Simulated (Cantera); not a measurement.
A diamond (100) surface in a fixed gas of H2 with x(CH4) = 0.0096, x(H) = 0.013, x(CH3) = 0.00016, 0.0237 atm; coverages are run to steady state.

Cantera simulation using the Harris–Goodwin 1993 mechanism for the reconstructed diamond (100) surface; the numbers are that mechanism's predictions, not measurements.

θ: site fractions in the mechanism's names (c6HH fully hydrogenated, c6H* and c6*H radical sites, c6** diradical, c6HM methylated).

```csv
T (K),growth (µm/h),θ c6HH,θ c6H*,θ c6*H,θ c6**,θ c6HM
900,1.19,0.683,0.0104,0.289,0.00434,0.0103
950,1.57,0.637,0.0140,0.332,0.00663,0.00816
1000,1.96,0.592,0.0182,0.372,0.00967,0.00647
1050,2.29,0.549,0.0228,0.408,0.0135,0.00496
1100,2.37,0.509,0.0278,0.440,0.0183,0.00348
1150,[?],0.472,[?],0.468,[?],[?]
1200,1.53,0.438,0.0384,0.491,0.0304,0.00102
1250,1.12,0.407,0.0439,0.510,0.0377,0.000439
1300,0.922,0.379,0.0493,0.526,0.0457,0.000179
1350,0.879,0.353,[?],0.537,[?],[?]
1400,0.868,0.330,0.0597,0.546,0.0635,2.87e-5
```

Complete the blanks.


- 1150, growth (µm/h): 2.06
- 1150, θ c6H*: 0.0330
- 1150, θ c6**: 0.0239
- 1150, θ c6HM: 0.00207
- 1350, θ c6H*: 0.0546
- 1350, θ c6**: 0.0543
- 1350, θ c6HM: 7.18e-5
